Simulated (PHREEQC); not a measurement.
Consider water at 25 °C with 0.0031 mol HCl, 0.29 mol NaCl and 0.00021 mol MgCl2 per kg of water. Closed to the air; pH follows from the charge balance.

The numbers come from PHREEQC with the ion-association model, phreeqc.dat.

The pH is 2.62 and the ionic strength is 0.294 mol/kgw. The activity of water comes out as 0.990 and the specific conductance is 28800 µS/cm. The density is 1.009 g/cm³ and the total alkalinity is -3.10 meq/kg.

```
species  molality  activity   log γ
-------  --------  --------  ------
Cl-         0.293     0.202  -0.163
Na+         0.290     0.212  -0.136
H+        0.00310   0.00243  -0.106
Mg+2     0.000210   6.64e-5  -0.500
```

Precipitation was switched off in this run. Complexes and solids missing from the database can't appear.
